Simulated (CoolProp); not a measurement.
Saturated liquid density (kg/m³) of R21: the reference equation beside estimates from Tc = 179.6 °C, pc = 52.89 bar, ω = 0.206. Rackett uses Z = 0.29056 − 0.08775 ω.

Model: reference Helmholtz-energy equation of state, Platzer 1990, in CoolProp. This equation is an older, rougher fit; its heat capacities, sound speeds and derivatives of the liquid may be far off and weren't checked against measurements.

```csv
T (°C),reference,Rackett,van der Waals,Redlich-Kwong,Soave-Redlich-Kwong
22.75,1373,1387,857.4,1253,1287
27.15,1362,1376,850.9,1242,1277
31.45,1352,1365,844.4,1230,1266
35.85,1341,1354,837.7,1218,1255
40.15,1330,1343,831.1,1207,1244
44.55,1319,1332,824.1,1194,1232
48.85,1308,1321,817.2,1182,1220
53.25,1296,1309,810.0,1169,1208
57.55,1285,1297,802.8,1156,1196
61.85,1273,1286,795.5,1143,1183
66.25,1261,1273,787.8,1130,1170
70.55,1249,1261,780.2,1116,1156
74.95,1236,1249,772.2,1101,1142
79.25,1224,1236,764.2,1087,1128
```

Absolute difference from the reference over all 14 rows, mean and median: Rackett 1.0 and 1.0 %, van der Waals 37.5 and 37.5 %, Redlich-Kwong 9.8 and 9.7 %, Soave-Redlich-Kwong 6.9 and 6.8 %.
